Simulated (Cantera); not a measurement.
**Catalytic stagnation flow on Pt**

A jet of CH4 : O2 : N2 = 0.078 : 0.17 : 0.79 (molar parts), equivalence ratio 0.92 at 300 K and 0.336 atm hits a platinum plate 5.9 cm away at a mass flux of 0.064 kg/m²/s; the plate temperature is set and raised in steps from an oxygen-covered start.

Detailed kinetics in Cantera: Deutschmann's 1995 Pt surface mechanism with GRI-Mech 3.0 gas chemistry. Catalytic surfaces can have several steady states; this one follows from the mechanism file's or the stated starting coverage.

```
plate T (K)  wall x CH4  wall x O2  wall x H2O  wall x OH  wall x CO  wall x CO2  θ free Pt   θ O*    θ OH*
-----------  ----------  ---------  ----------  ---------  ---------  ----------  ---------  -----  -------
950              0.0175     0.0404       0.108    9.49e-8    8.91e-6      0.0716      0.252  0.743  0.00449
1000            0.00958     0.0240       0.122    2.37e-7    7.09e-6      0.0814      0.351  0.645  0.00436
1050            0.00606     0.0167       0.128    5.32e-7    6.31e-6      0.0856      0.443  0.553  0.00394
1100            0.00429     0.0131       0.131    1.10e-6    6.17e-6      0.0877      0.527  0.470  0.00343
1150            0.00329     0.0112       0.132    2.12e-6    6.45e-6      0.0888      0.601  0.396  0.00294
1200            0.00268     0.0101       0.133    3.86e-6    7.10e-6      0.0893      0.666  0.331  0.00250
1250            0.00229    0.00963       0.134    6.65e-6    8.12e-6      0.0894      0.722  0.275  0.00211
1300            0.00202    0.00950       0.134    1.09e-5    9.56e-6      0.0894      0.770  0.228  0.00177
```
x: mole fraction at the wall; θ: surface coverage.
